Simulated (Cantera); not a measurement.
What does this Cantera script print?

```python
import numpy as np
import cantera as ct

gas_names = """
    H HO2 H2 H2O H2O2 O OH O2 O3
""".split()
cond_names = """
    H2O(s) H2O(L)
""".split()


def load(file, names, dense=False):
    # The tables refer to 1 bar. Condensed volumes are neglected.
    table = {s.name: s for s in ct.Species.list_from_file(file)}
    out = []
    for n in names:
        d = dict(table[n].input_data)
        d["thermo"] = dict(d["thermo"], **{"reference-pressure": 1e5})
        if dense:
            d["equation-of-state"] = {"model": "constant-volume", "density": "1e6 g/cm^3"}
        out.append(ct.Species.from_dict(d))
    return out


gas = ct.Solution(thermo="ideal-gas", species=load("nasa_gas.yaml", gas_names))
cond = {s.name: ct.Solution(thermo="fixed-stoichiometry", species=[s], name=s.name)
        for s in load("nasa_condensed.yaml", cond_names, dense=True)}
atoms = {
    'H2O': {'H': 2, 'O': 1},
    'H2': {'H': 2},
}
top_T = {}  # K; cautious upper limits of use, not melting points


def equilibrate(T, P, feed):
    n = {}
    for name, mol in feed.items():
        for a, k in atoms[name].items():
            n[a] = n.get(a, 0.0) + k * mol
    gas.TPX = T, P, n
    mass = sum(n.values()) * gas.mean_molecular_weight
    gas.equilibrate("TP")
    valid = [c for c in cond.values() if c.min_temp <= T <= top_T.get(c.name, c.max_temp)]
    mix = ct.Mixture([(gas, mass / gas.mean_molecular_weight)] + [(c, 0.0) for c in valid])
    mix.T, mix.P = T, P
    mix.equilibrate("TP", solver="vcs", rtol=1e-11, max_steps=5000)
    return mix


results = []
feed = {'H2O': 1, 'H2': 0.087}  # mol
T = 2025  # K
for P in [10, 200, 3900, 77000, 1500000, 30000000]:
    mix = equilibrate(T, P, feed)
    results.append((T, P, feed, dict(zip(mix.species_names, mix.species_moles))))

top = {s: max(r[3][s] / sum(r[3][g] for g in gas_names) for r in results) for s in gas_names}
cols = sorted((s for s in top if top[s] > 0.0001), key=lambda s: -top[s])[:5]
seen = [c for c in cond_names if any(r[3].get(c, 0) > 1e-12 for r in results)]
print("log10 of partial pressures in bar; condensed amounts in mol")
print(f"{'P/Pa':>10s}" + "".join(f"{s[:9]:>10s}" for s in cols + seen))
for T, P, feed, n in results:
    ng = sum(n[g] for g in gas_names)
    print(f"{P:10.4g}" + "".join(f"{np.log10(max(n[s] / ng * P / 1e5, 1e-99)):10.3f}" for s in cols)
          + "".join(f"{n.get(c, 0):10.4g}" for c in seen))
```

It prints:

```
log10 of partial pressures in bar; condensed amounts in mol
      P/Pa       H2O        H2         H        OH        O2
        10    -4.150    -4.867    -5.149    -5.413    -5.485
       200    -2.756    -3.740    -4.586    -4.583    -4.951
      3900    -1.449    -2.501    -3.966    -3.894    -4.813
   7.7e+04    -0.150    -1.210    -3.321    -3.242    -4.799
   1.5e+06     1.140     0.079    -2.676    -2.596    -4.797
     3e+07     2.441     1.380    -2.025    -1.946    -4.797
```

Equilibrium computed with Cantera from the NASA thermochemical tables; the gas is ideal and each condensed phase is pure. The ideal-gas law is rough above about 30 bar.
